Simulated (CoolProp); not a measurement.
Vapour pressure (kPa) of fluorine: the reference equation beside estimates from Tc = -128.7 °C, pc = 5240 kPa, ω = 0.045. Clausius-Clapeyron is anchored at -148.15 °C with a constant enthalpy of vaporisation of 4.450 kJ/mol.

Computed with CoolProp (reference Helmholtz-energy equation of state, de Reuck 1990).

```csv
T (°C),reference,Clausius-Clapeyron,Redlich-Kwong
-167.35,665.2,983.4,665.2
-164.65,803.7,1115,810.0
-161.85,968.3,1263,982.2
-159.15,1149,1415,1171
-156.45,1352,1577,1384
-153.65,1589,1756,1631
-150.95,1844,1939,1896
-148.15,2139,2139,2200
-145.45,2454,2342,2523
-142.75,2801,2554,2876
-139.95,3198,2784,3276
-137.25,3618,3015,3694
-134.45,4097,3265,4164
-131.75,4605,3515,4652
```

Absolute difference from the reference over all 14 rows, mean and median: Clausius-Clapeyron 18.5 and 16.7 %, Redlich-Kwong 2.0 and 2.2 %.
